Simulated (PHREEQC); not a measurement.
Consider water at 30 °C with 0.26 mol/kgw Cu(NO3)2 and 0.0095 mol/kgw HCl. Closed to the air; pH follows from the charge balance.

All values are PHREEQC results (ion-association model, wateq4f.dat), not measurements.

Problem. The ionic strength comes out as 0.786 mol/kgw. What activity coefficients do CuCl+, Cl-, NO3-, H+, Cu+2 get?

Solution. CuCl+ 0.62, Cl- 0.61, NO3- 0.57, H+ 0.75, Cu+2 0.22.

No solid was allowed to form. The ionic strength is past about 0.7 mol/kgw, beyond the range of this activity model, so the values are rough.
